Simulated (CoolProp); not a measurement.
Vapour pressure (bar) of CF4 (R14): the reference equation beside estimates from Tc = -45.8 °C, pc = 37.62 bar, ω = 0.178. Clausius-Clapeyron is anchored at -97.75 °C with a constant enthalpy of vaporisation of 10.09 kJ/mol.

Computed with CoolProp (reference Helmholtz-energy equation of state, Platzer 1990). This equation is an older, rougher fit; its heat capacities, sound speeds and derivatives of the liquid may be far off and weren't checked against measurements.

```csv
T (°C),reference,Lee-Kesler,Clausius-Clapeyron,Soave-Redlich-Kwong,Peng-Robinson
-103.45,4.340,4.390,4.526,4.396,___
-100.55,5.002,5.061,5.103,5.072,5.025
-97.75,5.709,5.778,5.709,5.796,5.738
-94.85,6.518,6.596,6.389,6.624,6.553
-91.95,7.408,7.496,7.125,7.536,7.451
-89.15,8.350,8.446,7.889,8.501,___
-86.25,9.416,9.520,8.739,9.594,9.480
-83.35,10.58,10.69,9.650,10.79,10.66
-80.45,11.84,11.96,10.62,12.08,11.94
-77.65,___,13.29,11.63,13.44,13.28
-74.75,14.65,14.78,12.73,14.95,___
-71.85,16.26,16.38,13.90,16.59,___
-69.05,17.93,18.06,___,18.29,18.10
```

Task: Complete the blanks.

Result: 
- -103.45, Peng-Robinson: 4.360
- -89.15, Peng-Robinson: 8.402
- -77.65, reference: 13.17
- -74.75, Peng-Robinson: 14.79
- -71.85, Peng-Robinson: 16.41
- -69.05, Clausius-Clapeyron: 15.10

Absolute difference from the reference over all 13 rows, mean and median: Lee-Kesler 1.0 and 1.1 %, Clausius-Clapeyron 7.6 and 7.2 %, Soave-Redlich-Kwong 1.8 and 1.9 %, Peng-Robinson 0.7 and 0.7 %.
